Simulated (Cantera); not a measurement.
Feed: 1 mol C2H2, 1.7 mol NH3, 0.75 mol H2, at 2248.15 K and 15.0 Pa.

Cantera equilibrium calculation (NASA polynomials, part measured and part estimated; ideal gas, pure solids and liquids). Candidate condensed phases: C, C6H6, C7H8, C8H18; 92 gas species. Kinetics and transport are ignored.

Base state: H2 0.456, H 0.406, N2 0.127, HCN 0.00845, C2H2 (acetylene) 0.00151, HNC 0.000716, CN 0.000292, C2H 5.31e-5 (mole fractions); condensed: C(graphite).

Problem. What changes in the equilibrium state with this change: temperature from 2248.15 K to 800 K?

Solution. 
| species | before | after |
|---|---|---|
| H2 | 0.456 | 0.835 |
| N2 | 0.127 | 0.165 |
| CH4 | 7.42e-9 | 0.000141 |
| H | 0.406 | <1e-9 |
| C2H2 (acetylene) | 0.00151 | <1e-9 |
| HNC | 0.000716 | <1e-9 |
| C(graphite), mol | 1.92 | 2.00 |

Problem. What changes in the equilibrium state with this change: 0.15 mol O2 added?

Solution. 
```tsv
species	before	after
H2	0.456	0.431
H	0.406	0.394
N2	0.127	0.121
CO	0	0.0442
C2H2 (acetylene)	0.00151	0.00143
HCN	0.00845	0.00800
HNC	0.000716	0.000678
C2H	5.31e-5	5.16e-5
C(graphite), mol	1.92	1.62
```
Further candidate phases: H2O.
